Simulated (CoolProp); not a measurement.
A simple Rankine cycle with R245ca: condensing at 331.15 K, boiler at 3.03 MPa, turbine inlet 449 K, turbine efficiency 0.6, pump efficiency 0.8, no recuperator. Each further row changes one setting.

Model: reference Helmholtz-energy equation of state, Zhou 2016, in CoolProp.

```
case                             thermal efficiency (%)  net work (kJ/kg)  heat in (kJ/kg)  turbine exit temperature (K)  volume ratio over the turbine
-------------------------------  ----------------------  ----------------  ---------------  ----------------------------  -----------------------------
as stated                                           9.6              26.5              276                         392.8                           12.5
condensing temperature 323.15 K                    10.3              29.7              288                         389.0                           16.0
boiler pressure 2.12 MPa                            8.5              25.0              292                         408.6                           7.65
turbine efficiency 0.5                              7.8              21.6              276                         397.2                           12.7
```
